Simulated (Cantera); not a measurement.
Charge: 1 mol SiH₄, 1.1 mol CO₂, at 1330 Pa.

These are equilibrium values from Cantera (NASA tables, ideal gas, pure condensed phases), not measurements of a reactor. Candidate condensed phases: C, C₆H₆, C₇H₈, C₈H₁₈, H₂O, Si, SiC, SiO₂; 123 gas species. Mutual solubility and eutectic melting of coexisting phases are not modelled. The tables hold silica as quartz up to 1696 K and as liquid above; real silica turns to tridymite and cristobalite and melts near 1996 K. Equilibrium is a limit: real reactors are often held back by kinetics, nucleation or transport.

Question: Which condensed phases are stable at each of these points (T (K)): 998, 1098, 1198, 1298, 1398, 1498, 1598, 1698?

Answer: 
| T (K) | condensed phases | Si condensed (%) |
|---|---|---|
| 998 | C(graphite) + SiO₂(β-quartz) | 100.0 |
| 1098 | C(graphite) + SiO₂(β-quartz) | 100.0 |
| 1198 | C(graphite) + SiO₂(β-quartz) | 100.0 |
| 1298 | C(graphite) + SiO₂(β-quartz) | 100.0 |
| 1398 | SiC(s) + SiO₂(β-quartz) | 99.9 |
| 1498 | SiC(s) + SiO₂(β-quartz) | 98.4 |
| 1598 | SiC(s) + SiO₂(β-quartz) | 80.9 |
| 1698 | SiO₂(condensed) | 10.0 |

From 998 K to 1298 K the condensed part is C(graphite) + SiO₂(β-quartz). From 1398 K to 1598 K the condensed part is SiC(s) + SiO₂(β-quartz). At 1698 K the condensed part is SiO₂(condensed).
